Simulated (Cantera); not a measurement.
A Cantera script and what it prints.

```python
import numpy as np
import cantera as ct

gas_names = """
    H HO2 H2 H2O H2O2 Nb NbO NbO2 O OH O2 O3
""".split()
cond_names = """
    H2O(s) H2O(L) Nb(cr) Nb(L) NbO(s) NbO(L) NbO2(I) NbO2(II) NbO2(III) NbO2(L) Nb2O5(s) Nb2O5(L)
""".split()


# ... load() reads the species with a 1 bar reference pressure and builds the phases ...
atoms = {
    'Nb2O5': {'Nb': 2, 'O': 5},
    'H2': {'H': 2},
}
top_T = {}  # K; cautious upper limits of use, not melting points


# ... equilibrate(T, P, feed) seeds the gas with the atoms and calls Mixture.equilibrate('TP', solver="vcs", rtol=1e-11, max_steps=5000) ...
results = []
feed = {'Nb2O5': 1, 'H2': 0.49}  # mol
T = 1600  # K
P = 10000  # Pa
mix = equilibrate(T, P, feed)
results.append((T, P, feed, dict(zip(mix.species_names, mix.species_moles))))
print(gas.report(threshold=0.0001))
for i in range(1, mix.n_phases):
    print(f"{mix.phase(i).name:16s} {mix.phase_moles(i):12.5e} mol")
```

Result:

```
       temperature   1600 K
          pressure   10000 Pa
           density   0.0029614 kg/m^3
  mean mol. weight   3.9395 kg/kmol
   phase of matter   gas

                          1 kg             1 kmol
                     ---------------   ---------------
          enthalpy         3.087e+06        1.2161e+07  J
   internal energy       -2.8984e+05       -1.1418e+06  J
           entropy             53802        2.1195e+05  J/K
    Gibbs function       -8.2996e+07       -3.2696e+08  J
 heat capacity c_p            8788.7             34623  J/K
 heat capacity c_v            6678.1             26309  J/K

                      mass frac. Y      mole frac. X     chem. pot. / RT
                     ---------------   ---------------   ---------------
                 H        4.1258e-05        0.00016125           -10.612
                H2           0.45012            0.8796           -21.224
               H2O           0.54983           0.12024           -49.135
     [   +9 minor]        4.0496e-06        8.7344e-07

Nb(cr)            0.00000e+00 mol
NbO(s)            0.00000e+00 mol
NbO2(III)         1.17843e-01 mol
Nb2O5(s)          9.41079e-01 mol
```

Equilibrium computed with Cantera from the NASA thermochemical tables; the gas is ideal and each condensed phase is pure. Mutual solubility and eutectic melting of coexisting phases are not modelled. Condensed phases not in the tables: the oxides between NbO2 and Nb2O5.
